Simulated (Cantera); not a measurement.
A closed system holds: 1 mol Si, 1.2 mol HCl, 15 mol H2, equilibrated at 4.70 bar.

These are equilibrium values from Cantera (NASA tables, ideal gas, pure condensed phases), not measurements of a reactor. Candidate condensed phases: Si; 19 gas species. The tables' values for SiCl3 are old estimates; treat these amounts as uncertain. Gases not in the tables: Si2H6 and higher silanes. Kinetics and transport are ignored.

x: gas mole fraction; n: condensed amount in mol.

```csv
T (°C),x H2,x HCl,x SiHCl3,x SiCl2,n Si(s)
400,0.977,6.64e-5,0.0141,2.87e-9,0.631
500,0.976,(withheld),0.0136,(withheld),0.632
600,0.976,0.00124,0.0131,2.01e-6,0.636
700,0.974,(withheld),0.0124,(withheld),0.646
800,0.971,0.00745,0.0114,0.000111,0.664
900,0.967,0.0140,0.00996,0.000462,0.693
1000,0.960,0.0229,0.00792,0.00141,0.728
1100,0.953,0.0328,0.00545,0.00324,0.764
1200,0.946,0.0413,0.00312,0.00566,0.792
1300,0.941,0.0466,0.00151,0.00781,0.807
1400,0.939,0.0491,0.000681,0.00927,0.813
```

Fill in the missing entries.


- 700, x HCl: 0.00337
- 700, x SiCl2: 1.87e-5
- 500, x HCl: 0.000349
- 500, x SiCl2: 1.17e-7
